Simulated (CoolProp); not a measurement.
Vapour-liquid equilibrium of cyclopropane (1) + R134a (2) at 328.8 K; x and y are mole fractions of (1).

Values from CoolProp's multi-fluid Helmholtz-energy mixture model, Polt 1992 and Tillner-Roth 1994; pair parameters Bell 2016. This equation is an older, rougher fit; its heat capacities, sound speeds and derivatives of the liquid may be far off and weren't checked against measurements.

**Question.** Give the bubble pressure and the first vapour's composition at x = 0.35, 0.5, 0.8. Is there an azeotrope?

**Answer.** x = 0.35: 1950 kPa, y = 0.409; x = 0.5: 1993 kPa, y = 0.510; x = 0.8: 1877 kPa, y = 0.716. y crosses x between x = 0.5 and 0.575: the model has an azeotrope there.

Pair parameters are fitted to limited data, so mixtures are less certain than the pure fluids.
